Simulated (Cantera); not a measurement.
A perfectly stirred reactor is fed with C2H6 : O2 : N2 : H2O = 1 : 2.69 : 10.1 : 1.4 (molar parts), equivalence ratio 1.3, at 1.00 atm; it is adiabatic with a 625 K inlet, and is followed from long to short residence time, starting on the burning branch (τ in s: 0.45, 0.22, 0.11, 0.052, 0.025, 0.012, 0.0061, 0.003, 0.0015, 0.00071, 0.00035, 0.00017, 8.3e-05).

Cantera simulation using GRI-Mech 3.0 (53 species, 325 reactions); the numbers are that mechanism's predictions, not measurements.

Predict: blow-out, bracketed by the residence times tried; x(C2H6) at τ = 0.450 s; x(O2) at τ = 0.450 s; x(H2O) at τ = 0.450 s; x(CH2O) at τ = 0.450 s; x(CH4) at τ = 0.450 s; x(C2H6) at τ = 6.10 ms; x(O2) at τ = 6.10 ms; x(H2O) at τ = 6.10 ms; x(CH2O) at τ = 6.10 ms; x(CH4) at τ = 6.10 ms.

blow-out, bracketed by the residence times tried: burning at 0.170 ms, out at 83.0 µs
x(C2H6) at τ = 0.450 s: 8.34e-8
x(O2) at τ = 0.450 s: 7.88e-5
x(H2O) at τ = 0.450 s: 0.225
x(CH2O) at τ = 0.450 s: 2.64e-7
x(CH4) at τ = 0.450 s: 4.25e-6
x(C2H6) at τ = 6.10 ms: 3.72e-6
x(O2) at τ = 6.10 ms: 0.00103
x(H2O) at τ = 6.10 ms: 0.220
x(CH2O) at τ = 6.10 ms: 4.30e-6
x(CH4) at τ = 6.10 ms: 1.54e-5
